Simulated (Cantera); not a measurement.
An adiabatic, constant-pressure homogeneous reactor starts with 27.2 % H₂, 15.3 % O₂, 57.5 % N₂, equivalence ratio 0.89, at 1423 K and 101000 Pa.

Model: the H2/O2 subset of GRI-Mech 3.0, which has no nitrogen chemistry, integrated in Cantera.

x: mole fraction; the columns are a selection and need not sum to one.

| t (s) | T (K) | x H₂ | x O₂ | x H₂O₂ | x HO₂ | x OH | x H |
|---|---|---|---|---|---|---|---|
| 1.00e-6 | 1423 | 0.272 | 0.153 | 4.41e-10 | 1.03e-7 | 1.29e-8 | 1.26e-7 |
| 2.46e-6 | 1423 | 0.272 | 0.153 | 2.64e-9 | 2.69e-7 | 7.74e-8 | 6.59e-7 |
| 6.06e-6 | 1423 | 0.272 | 0.153 | ? | ? | ? | ? |
| 1.49e-5 | 1467 | ? | ? | ? | ? | ? | ? |
| 3.67e-5 | 2180 | 0.0508 | 0.0384 | 4.27e-7 | 1.20e-5 | 0.0297 | 0.0579 |
| 9.04e-5 | 2578 | 0.0425 | 0.0311 | 2.86e-7 | 7.55e-6 | 0.0334 | 0.0282 |
| 0.000223 | 2785 | 0.0341 | 0.0271 | 4.75e-7 | 9.36e-6 | 0.0318 | 0.0160 |
| 0.000548 | 2803 | 0.0332 | 0.0267 | 5.11e-7 | 9.69e-6 | 0.0315 | 0.0151 |
| 0.00135 | 2803 | 0.0332 | 0.0267 | 5.11e-7 | 9.69e-6 | 0.0315 | 0.0151 |
| 0.00332 | 2803 | 0.0332 | 0.0267 | 5.11e-7 | 9.69e-6 | 0.0315 | 0.0151 |
| 0.00817 | 2803 | 0.0332 | 0.0267 | 5.11e-7 | 9.69e-6 | 0.0315 | 0.0151 |
| 0.0201 | 2803 | 0.0332 | 0.0267 | 5.11e-7 | 9.69e-6 | 0.0315 | 0.0151 |
| 0.0495 | 2803 | 0.0332 | 0.0267 | 5.11e-7 | 9.69e-6 | 0.0315 | 0.0151 |
| 0.122 | 2803 | 0.0332 | 0.0267 | 5.11e-7 | 9.69e-6 | 0.0315 | 0.0151 |
| 0.300 | 2803 | 0.0332 | 0.0267 | 5.11e-7 | 9.69e-6 | 0.0315 | 0.0151 |

Task: Complete the blanks.

Result: 
- 6.06e-6, x H₂O₂: 2.02e-8
- 6.06e-6, x HO₂: 1.36e-6
- 6.06e-6, x OH: 2.03e-6
- 6.06e-6, x H: 1.68e-5
- 1.49e-5, x H₂: 0.215
- 1.49e-5, x O₂: 0.129
- 1.49e-5, x H₂O₂: 1.30e-6
- 1.49e-5, x HO₂: 5.10e-5
- 1.49e-5, x OH: 0.00413
- 1.49e-5, x H: 0.0310
